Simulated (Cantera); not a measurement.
A perfectly stirred reactor is fed with 4.58 % H2, 95.4 % O2, equivalence ratio 0.024, at 0.00410 bar; it is held at 1150 K, and followed from long to short residence time.

Computed with Cantera and GRI-Mech 3.0 (53 species, 325 reactions). Radical loss at walls, strong at low pressure, is not modelled. The temperature is held fixed by assumption; the heat of reaction is taken as removed at once.

x: mole fraction; the columns are a selection and need not sum to one.

```csv
τ (s),x H2,x O2,x H2O2,x H,x O
0.81,0.000456,0.940,2.82e-8,0.00193,0.0117
0.35,___,0.934,2.91e-8,___,___
0.15,0.00108,0.929,3.07e-8,0.00513,0.0214
0.065,0.00171,0.925,3.45e-8,0.00681,0.0243
0.028,0.00292,0.924,4.25e-8,0.00820,0.0247
0.012,0.00539,0.925,5.59e-8,0.00911,0.0228
0.0052,___,0.928,___,0.00904,___
```

Q: Some entries are withheld; supply them.

A: 
- 0.35, x H2: 0.000703
- 0.35, x H: 0.00337
- 0.35, x O: 0.0167
- 0.0052, x H2: 0.0102
- 0.0052, x H2O2: 7.24e-8
- 0.0052, x O: 0.0190
